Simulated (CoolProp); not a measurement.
CH3F (R41) at 234.95 K and 0.0743 MPa is throttled through a valve to 0.00164 MPa with no heat exchange. Each further row changes one setting.

Values from CoolProp's reference Helmholtz-energy equation of state, Lemmon 2006. It is a short technical equation, of lower accuracy than the large ones.

| case | temperature change (K) | final density (kg/m³) |
|---|---|---|
| as stated | -2.9 | … |
| outlet pressure 0.000492 MPa | … | … |
| outlet pressure 0.00213 MPa | -2.9 | 0.0376 |

Question: Complete the blanks.

Answer: 
- as stated, final density (kg/m³): 0.0289
- outlet pressure 0.000492 MPa, temperature change (K): -3.0
- outlet pressure 0.000492 MPa, final density (kg/m³): 0.00868
